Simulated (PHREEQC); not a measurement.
Consider water at 25 °C with 0.052 mol CdCl2, 0.07 mol NiCl2, 0.00038 mol NaF and 0.00034 mol NaCl per kg of water. Closed to the air; pH follows from the charge balance.

The numbers come from PHREEQC with the ion-association model, wateq4f.dat.

```json
{
  "pH": "5.54",
  "ionic_strength": "0.242 mol/kgw"
}
```

```
species  molality  activity   log γ
-------  --------  --------  ------
Cl-         0.173     0.121  -0.157
Ni+2       0.0602    0.0180  -0.525
CdCl+      0.0324    0.0239  -0.131
CdCl2      0.0114    0.0121   0.024
NiCl+     0.00739   0.00547  -0.131
Cd+2      0.00694   0.00207  -0.525
NiCl2     0.00227   0.00240   0.024
CdCl3-    0.00125  0.000921  -0.131
Na+      0.000720  0.000528  -0.134
F-       0.000279  0.000193  -0.160
NiF+      9.36e-5   6.92e-5  -0.131
CdF+      6.80e-6   5.03e-6  -0.131
H+        3.67e-6   2.90e-6  -0.102
CdOHCl    3.21e-6   3.40e-6   0.024
NiOH+     1.15e-6   8.53e-7  -0.131
HF        7.92e-7   8.38e-7   0.024
```

Precipitation was switched off in this run.
